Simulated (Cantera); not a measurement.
Input (Python, Cantera):

```python
import numpy as np
import cantera as ct

gas = ct.Solution("gri30.yaml")
gas.TPX = 1350, 100000, {'CO': 0.008, 'O2': 0.032, 'H2O': 0.0081, 'N2': 1}
reactor = ct.IdealGasConstPressureReactor(gas, energy="off", clone=False)
net = ct.ReactorNet([reactor])
net.rtol, net.atol = 1e-08, 1e-18
show = ['CO', 'O2', 'H2O', 'O', 'H2O2', 'OH', 'NO2']
times = np.geomspace(2e-05, 40, 12)

steps = ct.SolutionArray(gas, extra=["t"])
rows = []
print(f"{'t/s':>10s}{'T/K':>9s}{'P/Pa':>11s}" + "".join(f"{s:>11s}" for s in show))
for t in times:
    while net.time < t:
        t_next = net.step()
        steps.append(gas.state, t=t_next)
    rows.append([np.interp(t, steps.t, y) for y in (steps.T, steps.P, *steps(*show).X.T)])
    print(f"{t:10.3e}{rows[-1][0]:9.1f}{rows[-1][1]:11.4g}" + "".join(f"{x:11.3e}" for x in rows[-1][2:]))
rate = np.gradient(steps.T, steps.t)
print("integrator steps:", len(steps.t))
if steps.T.max() > steps.T[0] + 200:
    print(f"time of steepest temperature rise: {steps.t[rate.argmax()]:.4e} s")
gas.TPX = 1350, 100000, {'CO': 0.008, 'O2': 0.032, 'H2O': 0.0081, 'N2': 1}
gas.equilibrate("TP")
print(f"equilibrium (TP): T = {gas.T:.1f} K  " + "  ".join(f"{s} {gas[s].X[0]:.3e}" for s in show))
```

It prints:

```
       t/s      T/K       P/Pa         CO         O2        H2O          O       H2O2         OH        NO2
 2.000e-05   1350.0      1e+05  7.633e-03  3.053e-02  7.728e-03  1.848e-09  1.073e-14  1.536e-10  1.233e-24
 7.479e-05   1350.0      1e+05  7.633e-03  3.053e-02  7.728e-03  6.868e-09  1.032e-13  1.498e-09  1.003e-22
 2.797e-04   1350.0      1e+05  7.633e-03  3.053e-02  7.728e-03  4.637e-08  1.848e-12  2.325e-08  2.626e-20
 1.046e-03   1350.0      1e+05  7.605e-03  3.051e-02  7.721e-03  1.594e-05  2.623e-09  9.345e-06  8.342e-15
 3.911e-03   1350.0      1e+05  1.589e-03  2.742e-02  7.575e-03  3.023e-04  1.317e-07  1.836e-04  6.824e-10
 1.463e-02   1350.0      1e+05  1.111e-04  2.685e-02  7.727e-03  2.165e-05  2.046e-08  5.147e-05  3.257e-09
 5.470e-02   1350.0      1e+05  6.538e-06  2.682e-02  7.750e-03  1.810e-06  2.329e-09  1.548e-05  3.682e-09
 2.045e-01   1350.0      1e+05  2.684e-07  2.682e-02  7.755e-03  2.344e-07  3.303e-10  5.625e-06  1.841e-09
 7.649e-01   1350.0      1e+05  2.375e-08  2.682e-02  7.756e-03  8.060e-08  1.163e-10  3.297e-06  1.376e-09
 2.860e+00   1350.0      1e+05  1.889e-08  2.682e-02  7.756e-03  6.955e-08  1.008e-10  3.063e-06  1.365e-09
 1.070e+01   1350.0      1e+05  1.889e-08  2.682e-02  7.756e-03  6.955e-08  1.008e-10  3.062e-06  1.370e-09
 4.000e+01   1350.0      1e+05  1.889e-08  2.682e-02  7.756e-03  6.955e-08  1.008e-10  3.062e-06  1.386e-09
integrator steps: 1451
equilibrium (TP): T = 1350.0 K  CO 1.892e-08  O2 2.671e-02  H2O 7.756e-03  O 6.941e-08  H2O2 1.006e-10  OH 3.059e-06  NO2 6.780e-07
```

Detailed kinetics in Cantera: GRI-Mech 3.0 (53 species, 325 reactions).
